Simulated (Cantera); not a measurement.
Charge: 1 mol C2F6, 0.16 mol CH4, held at 10000 Pa.

Equilibrium computed with Cantera from the NASA thermochemical tables; the gas is ideal and each condensed phase is pure. Candidate condensed phases: C, C6H6, C7H8, C8H18; 95 gas species. The feed counts by its element totals alone. Gases not in the tables: C2F6 and larger saturated fluorocarbons. Kinetics and transport are ignored.

x: gas mole fraction; n: condensed amount in mol.

| T (°C) | x F | x CF2 | x HF | x CF | x C3 | n C(graphite) |
|---|---|---|---|---|---|---|
| 2527 | 0.451 | 0.352 | 0.148 | 0.0333 | 0.000316 | 0.426 |
| 2577 | 0.490 | (withheld) | 0.143 | (withheld) | (withheld) | (withheld) |
| 2627 | 0.527 | 0.279 | 0.138 | 0.0491 | 0.00103 | 0.591 |
| 2677 | 0.559 | 0.243 | 0.133 | 0.0582 | 0.00181 | 0.664 |
| 2727 | 0.588 | 0.209 | 0.129 | 0.0680 | 0.00312 | 0.721 |
| 2777 | 0.611 | 0.177 | 0.125 | 0.0783 | 0.00527 | 0.751 |
| 2827 | 0.629 | 0.148 | 0.121 | 0.0889 | 0.00874 | 0.742 |
| 2877 | 0.641 | 0.123 | 0.117 | 0.0996 | 0.0143 | 0.676 |
| 2927 | 0.646 | 0.1000 | 0.113 | 0.110 | 0.0229 | 0.526 |
| 2977 | 0.643 | (withheld) | 0.108 | 0.120 | (withheld) | (withheld) |
| 3027 | 0.645 | 0.0620 | 0.104 | 0.124 | 0.0483 | 0 |
| 3077 | 0.660 | 0.0467 | 0.101 | 0.121 | 0.0506 | 0 |

### Question
What belongs in the gaps?

### Answer

- 2977, x CF2: 0.0800
- 2977, x C3: 0.0362
- 2977, n C(graphite): 0.249
- 2577, x CF2: 0.316
- 2577, x CF: 0.0408
- 2577, x C3: 0.000578
- 2577, n C(graphite): 0.509
